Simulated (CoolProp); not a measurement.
Aqueous potassium formate as a coolant, 44 % by mass, freezing at -42.0 °C, 1 atm.

Model: Melinder's fits for secondary coolants, in CoolProp.

```
T (°C)  conductivity (W/(m K))  density (kg/m³)  cp (kJ/(kg K))  Prandtl number
------  ----------------------  ---------------  --------------  --------------
-34.8                    0.443       (withheld)           2.687            92.9
-28.3                    0.451             1311           2.699            64.5
-21.8                    0.458       (withheld)           2.710      (withheld)
-15.3                    0.465             1307           2.722            35.2
-8.7                     0.473             1305           2.733            27.3
-2.2                     0.480             1302           2.745            21.9
4.3                      0.488             1300           2.756            18.1
10.8                (withheld)             1297      (withheld)      (withheld)
17.4                     0.503       (withheld)           2.779            13.0
23.9                     0.510             1291           2.791            11.3
30.4                     0.518             1288           2.804            9.93
36.9                     0.525             1285           2.817            8.74
```

Question: Fill in the missing entries.

Answer: 
- -34.8, density (kg/m³): 1313
- -21.8, density (kg/m³): 1309
- -21.8, Prandtl number: 46.7
- 10.8, conductivity (W/(m K)): 0.495
- 10.8, cp (kJ/(kg K)): 2.767
- 10.8, Prandtl number: 15.2
- 17.4, density (kg/m³): 1294
